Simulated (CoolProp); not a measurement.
Model: reference Helmholtz-energy equation of state, Lemmon 2016, in CoolProp.

Question: For R115, give the phase and the Z, cp (kJ/(kg K)), cv (kJ/(kg K)), speed of sound (m/s) at -71.55 °C and 0.203 MPa; -71.55 °C and 1.76 MPa.

Answer: 
- -71.55 °C and 0.203 MPa: liquid; Z 0.0113, cp 0.885, cv 0.589, speed of sound 757
- -71.55 °C and 1.76 MPa: liquid; Z 0.0977, cp 0.884, cv 0.589, speed of sound 766
